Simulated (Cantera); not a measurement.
Diamond growth

A diamond (100) surface in a fixed gas of H2 with x(CH4) = 0.015, x(H) = 0.002, x(CH3) = 0.00047, at 1250 K; coverages are run to steady state.

Computed with Cantera and the Harris–Goodwin 1993 mechanism for the reconstructed diamond (100) surface.

```
P (Pa)  growth (µm/h)  θ c6HH  θ c6H*  θ c6*H  θ c6**    θ c6HM
------  -------------  ------  ------  ------  ------  --------
390             0.134   0.424  0.0429   0.500  0.0303  0.000210
630             0.242   0.424  0.0429   0.500  0.0302  0.000347
1000            0.424   0.423  0.0429   0.500  0.0302  0.000557
1600            0.755   0.423  0.0429   0.500  0.0301  0.000894
2600             1.40   0.423  0.0428   0.499  0.0300   0.00145
4300             2.73   0.422  0.0428   0.498  0.0300   0.00235
6900             5.33   0.421  0.0427   0.497  0.0299   0.00366
11000            10.7   0.420  0.0426   0.495  0.0298   0.00557
```
θ: site fractions in the mechanism's names (c6HH fully hydrogenated, c6H* and c6*H radical sites, c6** diradical, c6HM methylated).
